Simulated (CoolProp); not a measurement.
Vapour-liquid equilibrium of carbon dioxide (1) + hydrogen sulfide (2) at 272.8 K; x and y are mole fractions of (1).

Values from CoolProp's multi-fluid Helmholtz-energy mixture model, Span 1996 and Lemmon 2006; pair parameters Kunz 2012.

Question: Give the bubble pressure and the first vapour's composition at x = 0.05, 0.2, 0.8. Is there an azeotrope?

Answer: x = 0.05: 1.291 MPa, y = 0.223; x = 0.2: 1.933 MPa, y = 0.516; x = 0.8: 3.193 MPa, y = 0.862. No azeotrope shows between x = 0.05 and 0.95.

Pair parameters are fitted to limited data, so mixtures are less certain than the pure fluids.
